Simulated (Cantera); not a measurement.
A closed system holds: 1 mol FeCl2, a varied amount of HCl, 0.61 mol H2, at 1123.15 K and 13.3 mbar.

Method: chemical equilibrium by Gibbs-energy minimisation in Cantera with the NASA 1993 tables (ideal gas, pure condensed phases). Candidate condensed phases: Fe, FeCl2, FeCl3; 11 gas species. Rates play no part.

Task: At 0.27 mol HCl, list the 5 most abundant gas species with their mole fractions, and the condensed phases.

Result: HCl 0.460, FeCl2 0.369, H2 0.168, Fe2Cl4 0.00316, FeCl3 5.94e-5. Condensed: Fe(α).
